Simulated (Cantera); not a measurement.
A closed system holds: 1 mol FeS₂, 3 mol SO₂, 2.1 mol N₂, held at 923.15 K and 1 atm.

Cantera equilibrium calculation (NASA polynomials, part measured and part estimated; ideal gas, pure solids and liquids). Candidate condensed phases: Fe, FeO, FeS, FeSO₄, FeS₂, Fe₂O₃, Fe₂(SO₄)₃, Fe₃O₄, S; 19 gas species. FeS: taken at fixed stoichiometry. Gases not in the tables: S₃ to S₇. Kinetics and transport are ignored.

Base state: SO₂ 0.569, N₂ 0.399, S₂ 0.0287, S₂O 0.00320 (mole fractions); condensed: FeS(s) + FeS₂(s).

Question: What changes in the equilibrium state with this change: pressure from 1 atm to 6830 Torr?

Answer: 
```
species         before    after
-------------  -------  -------
SO₂              0.569    0.583
N₂               0.399    0.411
S₂              0.0287  0.00517
S₂O            0.00320  0.00155
FeS(s), mol      0.327        0
FeS₂(s), mol     0.673    0.976
Fe₃O₄(s), mol        0  0.00810
```

Question: What changes in the equilibrium state with this change: temperature from 923.15 K to 1025 K?

Answer: 
```json
[
 {"species": "SO₂", "before": "0.569", "after": "0.533"},
 {"species": "N₂", "before": "0.399", "after": "0.376"},
 {"species": "S₂", "before": "0.0287", "after": "0.0845"},
 {"species": "SO", "before": "6.04e-6", "after": "3.70e-5"},
 {"species": "S₂O", "before": "0.00320", "after": "0.00661"},
 {"species": "FeS(s), mol", "before": "0.327", "after": "1.00"},
 {"species": "FeS₂(s), mol", "before": "0.673", "after": "0"}
]
```
